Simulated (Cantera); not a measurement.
A Cantera script and what it prints.

```python
import numpy as np
import cantera as ct

gas_names = """
    CL CL2 H HCL H2 Si SiCL SiCL2 SiCL3 SiCL4 SiH SiHCL3 SiH2 SiH2CL2 SiH3 SiH3CL SiH4 Si2 Si3
""".split()
cond_names = """
    Si(cr) Si(L)
""".split()


# ... load() reads the species with a 1 bar reference pressure and builds the phases ...
atoms = {
    'SiCl4': {'Si': 1, 'CL': 4},
    'H2': {'H': 2},
    'HCl': {'H': 1, 'CL': 1},
}
top_T = {}  # K; cautious upper limits of use, not melting points


# ... equilibrate(T, P, feed) seeds the gas with the atoms and calls Mixture.equilibrate('TP', solver="vcs", rtol=1e-11, max_steps=5000) ...
results = []
feed = {'SiCl4': 1, 'H2': 0.4, 'HCl': 0.78}  # mol
P = 101325  # Pa
for T in [973, 1023, 1073, 1123, 1173, 1223, 1273]:
    mix = equilibrate(T, P, feed)
    results.append((T, P, feed, dict(zip(mix.species_names, mix.species_moles))))

top = {s: max(r[3][s] / sum(r[3][g] for g in gas_names) for r in results) for s in gas_names}
cols = sorted((s for s in top if top[s] > 1e-05), key=lambda s: -top[s])[:7]
seen = [c for c in cond_names if any(r[3].get(c, 0) > 1e-12 for r in results)]
print("log10 of partial pressures in bar; condensed amounts in mol")
print(f"{'T/K':>10s}" + "".join(f"{s[:9]:>10s}" for s in cols + seen))
for T, P, feed, n in results:
    ng = sum(n[g] for g in gas_names)
    print(f"{T:10.4g}" + "".join(f"{np.log10(max(n[s] / ng * P / 1e5, 1e-99)):10.3f}" for s in cols)
          + "".join(f"{n.get(c, 0):10.4g}" for c in seen))
```

Output:

```
log10 of partial pressures in bar; condensed amounts in mol
       T/K     SiCL4       HCL        H2    SiHCL3     SiCL3     SiCL2   SiH2CL2
       973    -0.334    -0.439    -0.734    -2.879    -4.427    -7.062    -6.405
      1023    -0.335    -0.438    -0.735    -2.705    -3.971    -6.282    -6.030
      1073    -0.336    -0.437    -0.738    -2.548    -3.559    -5.579    -5.694
      1123    -0.337    -0.435    -0.741    -2.408    -3.187    -4.943    -5.392
      1173    -0.339    -0.433    -0.745    -2.284    -2.850    -4.366    -5.122
      1223    -0.343    -0.430    -0.751    -2.175    -2.544    -3.844    -4.882
      1273    -0.348    -0.425    -0.760    -2.081    -2.268    -3.372    -4.673
```

Equilibrium computed with Cantera from the NASA thermochemical tables; the gas is ideal and each condensed phase is pure. The tables' values for SiCl3 are old estimates; treat these amounts as uncertain.
